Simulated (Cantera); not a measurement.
What does this Cantera script print?

```python
import numpy as np
import cantera as ct

gas_names = """
    F F2 N NF NF2 NF3 N2 Si SiF SiF2 SiF3 SiF4 SiN Si2 Si2N Si3
""".split()
cond_names = """
    Si(cr) Si(L) Si3N4(a)
""".split()


# ... load() reads the species with a 1 bar reference pressure and builds the phases ...
atoms = {
    'Si': {'Si': 1},
    'F2': {'F': 2},
    'N2': {'N': 2},
}
top_T = {'Si3N4(a)': 2400}  # K; cautious upper limits of use, not melting points


# ... equilibrate(T, P, feed) seeds the gas with the atoms and calls Mixture.equilibrate('TP', solver="vcs", rtol=1e-11, max_steps=5000) ...
results = []
feed = {'Si': 1, 'F2': 0.82, 'N2': 0.46}  # mol
T = 1398.15  # K
P = 100000  # Pa
mix = equilibrate(T, P, feed)
results.append((T, P, feed, dict(zip(mix.species_names, mix.species_moles))))
x = sorted(zip(gas.X, gas.species_names), reverse=True)
print(f"T = {T:g} K  P = {P:g} Pa  gas = {mix.phase_moles(0):.4g} mol")
print("   x: " + "  ".join(f"{s} {v:.3e}" for v, s in x if v > 1e-05))
print("   condensed (mol): " + ("  ".join(f"{mix.phase(i).name} {mix.phase_moles(i):.4g}"
      for i in range(1, mix.n_phases) if mix.phase_moles(i) > 1e-12) or "none"))
```

Result:

```
T = 1398.15 K  P = 100000 Pa  gas = 0.4781 mol
   x: SiF4 8.523e-01  N2 1.406e-01  SiF3 6.996e-03  SiF2 3.957e-05
   condensed (mol): Si3N4(a) 0.1964
```

Cantera equilibrium calculation (NASA polynomials, part measured and part estimated; ideal gas, pure solids and liquids). N2 is the only nitrogen source here; it is nearly inert below about 1500 K, so the nitride shown seldom forms there in practice. The tables' values for SiF3, SiF2 are old estimates; treat these amounts as uncertain.
